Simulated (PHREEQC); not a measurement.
A solution holds 0.24 mol/kgw H2SO4, 0.0095 mol/kgw LiCl and 0.077 mol/kgw NiSO4, at 16 °C. Closed to the air; pH follows from the charge balance.

Equilibrium calculation in PHREEQC: ion-association model, wateq4f.dat.

Each row changes one thing in this solution. Precipitation was switched off in this run.

```
case                                   pH  ionic strength (mol/kgw)  HSO4- (mol/kgw)  SO4-2 (mol/kgw)  Cl- (mol/kgw)  Li+ (mol/kgw)
-----------------------------------  ----  ------------------------  ---------------  ---------------  -------------  -------------
as made                              0.73                     0.451            0.240           0.0501        0.00919        0.00905
diluted 2-fold with water            0.99                     0.246            0.111           0.0350        0.00466        0.00455
0.035 mol/kgw NaHCO3 added           0.79                     0.457            0.232       (withheld)        0.00920        0.00902
LiCl from 0.0095 to 0.0475 mol/kgw   0.73                     0.489            0.238           0.0508         0.0458         0.0453
LiCl from 0.0095 to 0.00095 mol/kgw  0.73                (withheld)            0.241           0.0500       0.000919       0.000905
LiCl from 0.0095 to 0.0142 mol/kgw   0.73                     0.456            0.240           0.0502         0.0137         0.0135
NiSO4 left out                       0.67                     0.316            0.206           0.0335        0.00950        0.00915
diluted 10-fold with water           1.56                    0.0624           0.0159           0.0134       0.000945       0.000926
H2SO4 left out                       6.15                     0.185          1.03e-6           0.0437        0.00918        0.00897
```

Question: What belongs in the gaps?

Answer: 
- 0.035 mol/kgw NaHCO3 added, SO4-2 (mol/kgw): 0.0548
- LiCl from 0.0095 to 0.00095 mol/kgw, ionic strength (mol/kgw): 0.442
